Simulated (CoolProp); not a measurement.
Vapour-liquid equilibrium of o-xylene (1) + n-decane (2) at 300.5 K; x and y are mole fractions of (1).

Model: multi-fluid Helmholtz-energy mixture model, Zhou 2012 and Lemmon 2006; pair parameters Bell 2016, in CoolProp.

```json
[
 {"x": "0.05", "bubble pressure (MPa)": "0.0002563", "y at the bubble point": "0.206", "dew pressure at overall composition x (MPa)": "0.0002232", "liquid density (mol/L)": "5.199"},
 {"x": "0.2", "bubble pressure (MPa)": "0.0003829", "y at the bubble point": "0.552", "dew pressure at overall composition x (MPa)": "0.0002549", "liquid density (mol/L)": "5.539"},
 {"x": "0.35", "bubble pressure (MPa)": "0.0005081", "y at the bubble point": "0.725", "dew pressure at overall composition x (MPa)": "0.0002972", "liquid density (mol/L)": "5.919"},
 {"x": "0.5", "bubble pressure (MPa)": "0.0006305", "y at the bubble point": "0.829", "dew pressure at overall composition x (MPa)": "0.0003564", "liquid density (mol/L)": "6.345"},
 {"x": "0.65", "bubble pressure (MPa)": "0.0007504", "y at the bubble point": "0.898", "dew pressure at overall composition x (MPa)": "0.0004449", "liquid density (mol/L)": "6.827"},
 {"x": "0.8", "bubble pressure (MPa)": "0.0008689", "y at the bubble point": "0.949", "dew pressure at overall composition x (MPa)": "0.0005912", "liquid density (mol/L)": "7.374"},
 {"x": "0.95", "bubble pressure (MPa)": "0.0009876", "y at the bubble point": "0.989", "dew pressure at overall composition x (MPa)": "0.0008720", "liquid density (mol/L)": "8.002"}
]
```

No azeotrope shows between x = 0.05 and 0.95.

Pair parameters are fitted to limited data, so mixtures are less certain than the pure fluids.
